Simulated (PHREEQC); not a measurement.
Dissolve 0.0355 mol CdSO4, 0.14 mol NaOH and 0.22 mol H2SO4 per kg of water at 80 °C. Closed to the air; pH follows from the charge balance.

Model: ion-association model, phreeqc.dat, run in PHREEQC.

Problem. The ionic strength comes out as 0.321 mol/kgw. What activity coefficients do NaSO4-, Cd+2, H+, Cd(SO4)2-2, SO4-2 get?

Solution. NaSO4- 0.69, Cd+2 0.25, H+ 0.76, Cd(SO4)2-2 0.25, SO4-2 0.21.

This is a speciation only: nothing precipitates in the calculation. Constants without temperature data keep their 25 °C values here.
